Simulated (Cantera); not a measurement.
Input: 1 mol C2H5OH, 1.9 mol O2, equilibrated at 2773.15 K and 35.0 bar.

Method: chemical equilibrium by Gibbs-energy minimisation in Cantera with the NASA 1993 tables (ideal gas, pure condensed phases). Candidate condensed phases: C, C6H6, C7H8, C8H18, H2O; 110 gas species. The ideal-gas law is rough above about 30 bar. The numbers say what is thermodynamically allowed, not how fast it happens.

Base state: H2O 0.438, CO 0.283, H2 0.155, CO2 0.116, H 0.00495, OH 0.00383, O2 8.76e-5, O 7.72e-5 (mole fractions); condensed: gas only.

Problem. What changes in the equilibrium state with this change: O2 from 1.9 to 0.023 mol?

Solution. 
| species | before | after |
|---|---|---|
| H2 | 0.155 | 0.707 |
| CO | 0.283 | 0.258 |
| C2H2 (acetylene) | <1e-9 | 0.0216 |
| H2O | 0.438 | 8.46e-5 |
| CO2 | 0.116 | 4.47e-6 |
| H | 0.00495 | 0.0106 |
| CH4 | 3.97e-9 | 0.00178 |
| C4H2 | <1e-9 | 0.000273 |
| C(graphite), mol | 0 | 0.763 |
